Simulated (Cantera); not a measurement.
A freely propagating, adiabatic, planar premixed flame of H₂ : O₂ : N₂ = 1 : 0.238 : 0.895 (molar parts), unburnt at 450 K and 210000 Pa; mixture-averaged transport, grid criteria slope 0.08 and curve 0.16, no radiation.

Detailed kinetics in Cantera: the H2/O2 subset of GRI-Mech 3.0, which has no nitrogen chemistry. The hydrogen kinetics of GRI-Mech 3.0 are dated; newer H2 mechanisms differ, most at raised pressure. Burning velocities carry a grid error of a few per cent, more on coarse grids.

**Question.** What does this change do: H2 1 to 0.77 parts?

**Answer.** 
| quantity | before | after |
|---|---|---|
| laminar burning velocity | 565 cm/s | 589 cm/s |
| thermal thickness | 0.153 mm | 0.149 mm |
| peak x(OH) | 0.00339 | 0.00798 |
| peak x(O) | 0.00261 | 0.00474 |
| peak x(HO₂) | 0.000600 | 0.000651 |
| peak x(H₂O₂) | 5.49e-5 | 6.75e-5 |
